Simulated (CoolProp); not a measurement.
Nitrogen at 298.15 K and 4.69 MPa flows at 1.7 m/s in a round tube of 2 mm bore and 15 µm roughness, fully developed (64/Re and Nu = 3.66 if laminar; Colebrook and Gnielinski if turbulent). Each further row changes one setting.

The numbers come from the reference Helmholtz-energy equation of state, Span 2000 in CoolProp.

```json
[
 {"case": "as stated", "Reynolds number": "9740", "Darcy friction factor": "0.0406", "pressure drop (Pa/m)": "1560", "heat-transfer coefficient (W/(m² K))": "550", "mass flow (kg/h)": "1.02"},
 {"case": "velocity 3.4 m/s", "Reynolds number": "19500", "Darcy friction factor": "0.0378", "pressure drop (Pa/m)": "5820", "heat-transfer coefficient (W/(m² K))": "1080", "mass flow (kg/h)": "2.05"},
 {"case": "diameter 4 mm", "Reynolds number": "19500", "Darcy friction factor": "0.0327", "pressure drop (Pa/m)": "630", "heat-transfer coefficient (W/(m² K))": "459", "mass flow (kg/h)": "4.09"}
]
```

Viscosity comes from a separate model (Lemmon 2004). Thermal conductivity comes from a separate model (Lemmon 2004).
